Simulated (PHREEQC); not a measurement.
## Leach liquor: an equilibrium model

Solution (25 °C): 0.18 mol HCl, 0.1 mol ZnSO4 and 0.00019 mol MgSO4 per kg of water. Closed to the air; pH follows from the charge balance.

Model: ion-association model, phreeqc.dat, run in PHREEQC.

No solid was allowed to form.

Task: What pH, activity of water, ionic strength does the model give?

Result: pH 1.02; activity of water 0.992; ionic strength 0.368 mol/kgw.

Task: In which forms is Cl present?

Result: Cl- 95 %, ZnCl+ 4.4 %, ZnCl2 0.6 % of the Cl.
